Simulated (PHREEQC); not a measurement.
A PHREEQC speciation (ion-association model, phreeqc.dat) at 25 °C gives pH 1.51 and these molalities:

```
species  mol/kgw
-------  -------
H+        0.0356
HSO4-     0.0164
SO4-2    0.00961
```

Problem. What are the element totals, and what could have been dissolved in 1 kg of water to give them?

Solution. Several could match; the one computed here: totals S(6) 0.0260 mol/kgw, from 0.026 mol/kgw H2SO4.

No solid was allowed to form.
